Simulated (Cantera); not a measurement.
Cantera with NASA thermochemical tables; ideal gases at 1 bar, condensed phases pure. Values are per mole of reaction as written; species without (g) are pure solids or liquids, kept so even where they would boil at 1 bar.

2 FeCl2 + Cl2(g) → 2 FeCl3(g), with ΔH° = 177.4 kJ and ΔS° = 229.3 J/K at 300 K.

How far is the shortcut ΔG° ≈ ΔH°(300 K) − T·ΔS°(300 K) from the full temperature-dependent value at 698, 798, 898, 998, 1098, 1198, 1298, 1398, 1498, 1598 K?


```tsv
T (K)	shortcut (kJ)	full (kJ)	difference (kJ)	difference in log10 K	condensed phases
698	17.4	24.0	-6.7	0.50	FeCl2(s)
798	-5.6	4.5	-10.0	0.66	FeCl2(s)
898	-28.5	-14.5	-13.9	0.81	FeCl2(s)
998	-51.4	-28.7	-22.7	1.19	FeCl2(l)
1098	-74.3	-37.4	-37.0	1.76	FeCl2(l)
1198	-97.3	-45.4	-51.9	2.26	FeCl2(l)
1298	-120.2	-52.8	-67.4	2.71	FeCl2(l)
1398	-143.1	-59.6	-83.6	3.12	FeCl2(l)
1498	-166.1	-65.8	-100.3	3.50	FeCl2(l)
1598	-189.0	-71.5	-117.5	3.84	FeCl2(l)
```
The shortcut ignores heat capacities and the phase changes listed.
